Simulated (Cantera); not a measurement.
A freely propagating, adiabatic, planar premixed flame of 56.3 % H2, 9.69 % O2, 34.0 % N2, equivalence ratio 2.9, unburnt at 600 K and 760 Torr; mixture-averaged transport, grid criteria slope 0.08 and curve 0.16, no radiation.

Model: the H2/O2 subset of GRI-Mech 3.0, which has no nitrogen chemistry, integrated in Cantera. Burning velocities carry a grid error of a few per cent, more on coarse grids.

x: mole fraction of selected species; z is measured from the peak of heat release.

| z (mm) | T (K) | u (m/s) | x H2 | x O2 | x HO2 | x H2O | x O | x OH |
|---|---|---|---|---|---|---|---|---|
| -1.43 | 600 | 8.29 | 0.563 | 0.0969 | <1e-8 | <1e-8 | <1e-8 | <1e-8 |
| -0.952 | 600 | 8.29 | 0.563 | 0.0969 | <1e-8 | <1e-8 | <1e-8 | <1e-8 |
| -0.714 | 600 | 8.29 | 0.563 | 0.0969 | <1e-8 | <1e-8 | <1e-8 | <1e-8 |
| -0.476 | 600 | 8.29 | 0.563 | 0.0969 | 1.82e-6 | 4.69e-7 | <1e-8 | <1e-8 |
| -0.238 | 637 | 8.74 | 0.559 | 0.0965 | 0.000224 | 0.00192 | 1.88e-5 | 8.30e-5 |
| -0.119 | 850 | 11.4 | 0.528 | 0.0899 | 0.000130 | 0.0218 | 0.000263 | 0.000395 |
| 0 | 1203 | 15.7 | 0.443 | 0.0566 | 5.60e-5 | 0.0937 | 0.00175 | 0.00122 |
| 0.119 | 1437 | 18.7 | 0.372 | 0.0146 | 1.39e-5 | 0.175 | 0.00136 | 0.00170 |
| 0.238 | 1536 | 20.0 | 0.357 | 0.00251 | 2.29e-6 | 0.199 | 0.000504 | 0.00160 |
| 0.476 | 1631 | 21.1 | 0.361 | 0.000171 | 1.54e-7 | 0.205 | 0.000271 | 0.00168 |
| 0.952 | 1730 | 22.2 | 0.370 | ? | ? | 0.207 | ? | 0.00171 |
| 1.90 | 1826 | 23.2 | 0.380 | ? | ? | 0.209 | ? | ? |
| 3.81 | 1910 | 24.2 | 0.389 | 1.64e-5 | 1.98e-8 | 0.210 | 6.87e-5 | 0.00127 |

Question: Fill in the missing entries.

Answer: 
- 0.952, x O2: 5.08e-5
- 0.952, x HO2: 5.19e-8
- 0.952, x O: 0.000201
- 1.90, x O2: 3.13e-5
- 1.90, x HO2: 3.41e-8
- 1.90, x O: 0.000129
- 1.90, x OH: 0.00156
